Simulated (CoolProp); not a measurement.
Water along the isobar 74700 kPa: Z from the reference equation and from simpler models built on Tc = 373.9 °C, pc = 22060 kPa, ω = 0.344; each cubic takes its own stable root.

Values from CoolProp's reference Helmholtz-energy equation of state, Wagner 2002.

```
T (°C)          phase  reference
------  -------------  ---------
210.85         liquid     0.3714
240.85         liquid     0.3619
270.95         liquid     0.3554
300.95         liquid     0.3522
331.05         liquid     0.3524
361.05         liquid     0.3567
391.15  supercritical     0.3665
421.15  supercritical     0.3835
451.25  supercritical     0.4111
481.25  supercritical     0.4523
511.35  supercritical     0.5067
541.45  supercritical     0.5684
```

Problem. How far does each simpler model (van der Waals, Redlich-Kwong, Soave-Redlich-Kwong, Peng-Robinson) lie from the reference over these 12 states: mean and median of the absolute difference, and the worst?

Solution. 
- van der Waals: mean 71.2 %, median 80.7 %, worst +100.3 % at 210.85 °C and 74700 kPa
- Redlich-Kwong: mean 37.3 %, median 43.4 %, worst +45.2 % at 300.95 °C and 74700 kPa
- Soave-Redlich-Kwong: mean 40.5 %, median 41.1 %, worst +45.2 % at 421.15 °C and 74700 kPa
- Peng-Robinson: mean 27.1 %, median 26.6 %, worst +32.2 % at 451.25 °C and 74700 kPa
